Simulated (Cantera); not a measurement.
An adiabatic, constant-volume homogeneous reactor starts with CO : H2 : CH4 : O2 : N2 = 1 : 0.66 : 0.087 : 1.34 : 5.03 (molar parts), equivalence ratio 0.75, at 1248 K and 340000 Pa.

Cantera simulation using GRI-Mech 3.0 (53 species, 325 reactions); the numbers are that mechanism's predictions, not measurements.

### Question
Predict: time of steepest temperature rise; temperature at 4.00 s; equilibrium temperature; x(CO) at 4.00 s; x(H2) at 4.00 s; x(HCO) at 4.00 s; x(NO) at 4.00 s; x(N2O) at 4.00 s.

### Answer
* **time of steepest temperature rise**: 23.1 µs
* **temperature at 4.00 s**: 2848 K
* **equilibrium temperature**: 2848 K
* **x(CO) at 4.00 s**: 0.0345 (gas-phase equilibrium 0.0345)
* **x(H2) at 4.00 s**: 0.00432 (gas-phase equilibrium 0.00432)
* **x(HCO) at 4.00 s**: 5.33e-8 (gas-phase equilibrium 5.33e-8)
* **x(NO) at 4.00 s**: 0.0175 (gas-phase equilibrium 0.0175)
* **x(N2O) at 4.00 s**: 2.42e-6 (gas-phase equilibrium 2.42e-6)
